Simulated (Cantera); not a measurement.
A closed system holds: 1 mol Fe2O3, a varied amount of C, 0.95 mol CO, equilibrated at 1452 °C and 0.100 bar.

These are equilibrium values from Cantera (NASA tables, ideal gas, pure condensed phases), not measurements of a reactor. Candidate condensed phases: C, Fe, Fe(CO)5, FeO, Fe2O3, Fe3O4; 15 gas species. Mutual solubility and eutectic melting of coexisting phases are not modelled. The tables' stoichiometric FeO is somewhat more stable than real wüstite, so its field is too wide. FeO: taken at fixed stoichiometry. The numbers say what is thermodynamically allowed, not how fast it happens.

### Question
Which condensed phases are stable at each of these points (n(C) (mol)): 0.35, 0.45, 0.59, 0.76, 0.98, 1.3, 1.7, 2.1?

### Answer
| n(C) (mol) | condensed phases | Fe condensed (%) |
|---|---|---|
| 0.35 | FeO(l) | 100.0 |
| 0.45 | FeO(l) | 100.0 |
| 0.59 | FeO(l) | 100.0 |
| 0.76 | FeO(l) | 100.0 |
| 0.98 | Fe(δ) + FeO(l) | 100.0 |
| 1.3 | Fe(δ) + FeO(l) | 100.0 |
| 1.7 | Fe(δ) + FeO(l) | 100.0 |
| 2.1 | Fe(δ) + FeO(l) | 100.0 |

From 0.35 mol C to 0.76 mol C the condensed part is FeO(l). From 0.98 mol C to 2.1 mol C the condensed part is Fe(δ) + FeO(l).
